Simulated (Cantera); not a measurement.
Input (Python, Cantera):

```python
import numpy as np
import cantera as ct

surf = ct.Interface("ptcombust.yaml", "Pt_surf")
gas = surf.adjacent["gas"]
gas.TPX = 300, 44000, {'CH4': 0.01, 'O2': 0.063, 'N2': 0.79}
jet = ct.ImpingingJet(gas=gas, width=0.026, surface=surf)
jet.inlet.mdot, jet.inlet.T, jet.inlet.X = 0.099, 300, {'CH4': 0.01, 'O2': 0.063, 'N2': 0.79}
jet.set_refine_criteria(ratio=10, slope=0.2, curve=0.3)
show, cover = ['CH4', 'O2', 'H2O', 'OH', 'CO', 'CO2'], ["PT(S)", "H(S)", "O(S)", "OH(S)", "CO(S)", "C(S)"]

rows = []
print(f"{'Ts/K':>7s}" + "".join(f"{s:>11s}" for s in show + cover) + "   (gas at the wall, coverages)")
for i, Ts in enumerate([900, 950, 1000, 1050, 1100, 1150, 1200, 1250]):
    jet.surface.T = Ts
    if i == 0:
        surf.TP = Ts, 44000
        surf.coverages = "PT(S):0.5, O(S):0.5"
        surf.advance_coverages(1.0)
        jet.set_initial_guess(products="inlet")
    jet.solve(loglevel=0, auto=(i == 0))
    rows.append([*(jet.X[gas.species_index(s), -1] for s in show), *surf[cover].coverages])
    print(f"{Ts:7g}" + "".join(f"{x:11.3e}" for x in rows[-1]))
```

It prints:

```
   Ts/K        CH4         O2        H2O         OH         CO        CO2      PT(S)       H(S)       O(S)      OH(S)      CO(S)       C(S)   (gas at the wall, coverages)
    900  6.646e-03  6.254e-02  9.214e-03  1.086e-08  2.206e-06  6.011e-03  1.524e-01  6.683e-08  8.461e-01  1.519e-03  7.644e-06  2.718e-08
    950  4.561e-03  5.813e-02  1.307e-02  3.465e-08  2.084e-06  8.540e-03  2.121e-01  1.808e-07  7.863e-01  1.679e-03  5.618e-06  2.688e-08
   1000  3.108e-03  5.507e-02  1.572e-02  9.144e-08  1.905e-06  1.029e-02  2.754e-01  3.971e-07  7.229e-01  1.674e-03  3.810e-06  2.381e-08
   1050  2.185e-03  5.314e-02  1.739e-02  2.172e-07  1.763e-06  1.140e-02  3.400e-01  7.593e-07  6.585e-01  1.579e-03  2.553e-06  2.031e-08
   1100  1.603e-03  5.193e-02  1.842e-02  4.701e-07  1.679e-06  1.208e-02  4.039e-01  1.319e-06  5.947e-01  1.445e-03  1.744e-06  1.728e-08
   1150  1.225e-03  5.118e-02  1.905e-02  9.397e-07  1.655e-06  1.249e-02  4.662e-01  2.140e-06  5.325e-01  1.298e-03  1.229e-06  1.488e-08
   1200  9.253e-04  5.078e-02  1.940e-02  1.773e-06  1.967e-06  1.264e-02  5.258e-01  3.284e-06  4.730e-01  1.152e-03  8.965e-07  1.243e-08
   1250  6.863e-04  5.037e-02  1.980e-02  3.153e-06  2.471e-06  1.284e-02  5.824e-01  4.863e-06  4.166e-01  1.020e-03  6.797e-07  1.008e-08
```

Detailed kinetics in Cantera: Deutschmann's 1995 Pt surface mechanism with GRI-Mech 3.0 gas chemistry. Catalytic surfaces can have several steady states; this one follows from the mechanism file's or the stated starting coverage.
